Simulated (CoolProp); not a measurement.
Vapour-liquid equilibrium of propane (1) + R227EA (2) at 13.85 °C; x and y are mole fractions of (1).

Computed with CoolProp (multi-fluid Helmholtz-energy mixture model, Lemmon 2009 and Lemmon 2016; pair parameters Bell 2016).

Q: Give the bubble pressure and the first vapour's composition at x = 0.05, 0.5, 0.575. Is there an azeotrope?

A: x = 0.05: 3.926 bar, y = 0.207; x = 0.5: 7.108 bar, y = 0.676; x = 0.575: 7.281 bar, y = 0.704. y crosses x between x = 0.8 and 0.875: the model has an azeotrope there.

Pair parameters are fitted to limited data, so mixtures are less certain than the pure fluids.
